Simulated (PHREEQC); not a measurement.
Dissolve 0.011 mol/kgw H2SO4, 0.12 mol/kgw ZnSO4 and 0.0048 mol/kgw MgSO4 at 47 °C. Closed to the air; pH follows from the charge balance.

Model: ion-association model, phreeqc.dat, run in PHREEQC.

```tsv
quantity	before	after
pH	2.24	2.45
ionic strength (mol/kgw)	0.251	0.133
Zn+2 (mol/kgw)	0.0599	0.0314
SO4-2 (mol/kgw)	0.0445	0.0268
HSO4- (mol/kgw)	0.0147	0.00663
```

Which change was made?
A. ZnSO4 from 0.12 to 0.108 mol/kgw
B. diluted 2-fold with water
C. diluted 100-fold with water
D. ZnSO4 from 0.12 to 0.6 mol/kgw
E. H2SO4 left out

B, diluted 2-fold with water

Precipitation was switched off in this run. At this temperature some constants are extrapolated from 25 °C, and those without enthalpy data are left unchanged.
